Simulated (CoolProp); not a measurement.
Vapour-liquid equilibrium of toluene (1) + n-decane (2) at 2.57 bar; x and y are mole fractions of (1).

Computed with CoolProp (multi-fluid Helmholtz-energy mixture model, Lemmon 2006 and Lemmon 2006; pair parameters Bell 2016).

| x | bubble temperature (K) | y at the bubble point | dew temperature at overall composition x (K) | liquid density (mol/L) |
|---|---|---|---|---|
| 0.05 | 482.2 | 0.144 | 486.0 | 4.102 |
| 0.125 | 474.0 | 0.329 | 483.0 | 4.317 |
| 0.2 | 466.2 | 0.477 | 479.8 | 4.541 |
| 0.275 | 459.2 | 0.594 | 476.5 | 4.774 |
| 0.35 | 452.9 | 0.684 | 472.9 | 5.019 |
| 0.425 | 447.3 | 0.753 | 469.1 | 5.277 |
| 0.5 | 442.4 | 0.808 | 464.9 | 5.549 |
| 0.575 | 438.1 | 0.851 | 460.4 | 5.840 |
| 0.65 | 434.3 | 0.887 | 455.3 | 6.153 |
| 0.725 | 430.8 | 0.917 | 449.7 | 6.491 |
| 0.8 | 427.6 | 0.943 | 443.2 | 6.859 |
| 0.875 | 424.7 | 0.966 | 435.6 | 7.264 |
| 0.95 | 421.9 | 0.987 | 426.7 | 7.710 |

No azeotrope shows between x = 0.05 and 0.95.

The pair parameters rest on a limited set of measurements; away from them the model extrapolates. The gap from Raoult's law changes sign with composition, which may be real or a fault of the pair parameters; it wasn't checked against measurements.
